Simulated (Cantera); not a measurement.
A perfectly stirred reactor is fed with 8.24 % CH4, 1.24 % CO, 19.0 % O2, 71.5 % N2, equivalence ratio 0.90, at 1.01 bar; it is adiabatic with a 300 K inlet, and is followed from long to short residence time, starting on the burning branch (τ in s: 0.031, 0.013, 0.0055, 0.0023, 0.00095, 0.0004, 0.00017, 6.9e-05, 2.9e-05, 1.2e-05, 5.1e-06).

Cantera simulation using GRI-Mech 3.0 (53 species, 325 reactions); the numbers are that mechanism's predictions, not measurements.

x: mole fraction; the columns are a selection and need not sum to one.

```tsv
τ (s)	T (K)	x CH4	x CO	x O2	x HCN	x C2H	x CO2
0.031	2117	9.93e-6	0.00549	0.0217	(withheld)	9.35e-12	0.0894
0.013	2089	1.84e-5	0.00766	0.0230	(withheld)	2.33e-11	0.0870
0.0055	2050	3.35e-5	0.0106	0.0248	(withheld)	5.05e-11	0.0838
0.0023	1998	6.27e-5	0.0143	0.0271	(withheld)	1.05e-10	0.0797
0.00095	1933	0.000125	0.0186	0.0300	(withheld)	2.29e-10	0.0749
0.00040	1857	0.000266	0.0236	0.0337	(withheld)	5.44e-10	0.0691
0.00017	1768	0.000663	0.0310	0.0393	(withheld)	1.54e-9	0.0607
6.9e-5	300	0.0824	0.0124	0.190	<1e-12	<1e-12	<1e-12
2.9e-5	300	0.0824	0.0124	0.190	<1e-12	<1e-12	<1e-12
1.2e-5	300	0.0824	0.0124	0.190	<1e-12	<1e-12	<1e-12
5.1e-6	300	0.0824	0.0124	0.190	<1e-12	<1e-12	<1e-12
```

Q: Complete the blanks.

A: 
- 0.031, x HCN: 1.78e-7
- 0.013, x HCN: 2.14e-7
- 0.0055, x HCN: 2.62e-7
- 0.0023, x HCN: 3.30e-7
- 0.00095, x HCN: 4.26e-7
- 0.00040, x HCN: 5.62e-7
- 0.00017, x HCN: 7.98e-7
